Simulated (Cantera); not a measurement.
**Low-pressure radical oxidation in H2/O2**

An isothermal, constant-pressure homogeneous reactor starts with 10.7 % H₂, 89.3 % O₂, at 1075 K and 1200 Pa.

Computed with Cantera and GRI-Mech 3.0 (53 species, 325 reactions). Radical loss at walls, strong at low pressure, is not modelled. The temperature is held fixed by assumption; the heat of reaction is taken as removed at once.

```tsv
t (s)	x H₂	x O₂	x H	x HO₂	x O
0.000300	0.107	0.893	2.30e-9	1.70e-9	1.89e-9
0.000627	0.107	0.893	1.73e-8	3.70e-9	1.65e-8
0.00131	0.107	0.893	9.74e-7	1.79e-8	9.44e-7
0.00274	0.0975	0.887	0.00366	4.31e-6	0.00330
0.00573	0.00356	0.836	0.0281	7.71e-6	0.0399
0.0120	0.00218	0.853	0.0149	7.67e-6	0.0276
0.0250	0.00104	0.872	0.00460	6.93e-6	0.0128
0.0524	0.000312	0.882	0.000723	4.89e-6	0.00379
0.109	7.02e-5	0.886	7.68e-5	2.47e-6	0.000858
0.229	1.53e-5	0.886	8.12e-6	9.44e-7	0.000192
0.478	3.75e-6	0.887	1.04e-6	3.23e-7	4.87e-5
1.00	1.08e-6	0.887	1.69e-7	1.12e-7	1.45e-5
```
x: mole fraction; the columns are a selection and need not sum to one.

Equilibrium at this temperature and pressure: H₂ 7.74e-10, O₂ 0.887, H 3.75e-12, HO₂ 2.95e-9, O 1.13e-8 (gas phase only).
